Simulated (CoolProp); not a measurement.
The numbers come from the reference Helmholtz-energy equation of state, Gao 2020 in CoolProp.

Task: Give the vapour pressure (MPa), vapour density (kg/m³) of saturated ammonia at 125.75 °C.

Result: 
```tsv
T (°C)	p (MPa)	vapour density (kg/m³)
125.75	10.1	124
```
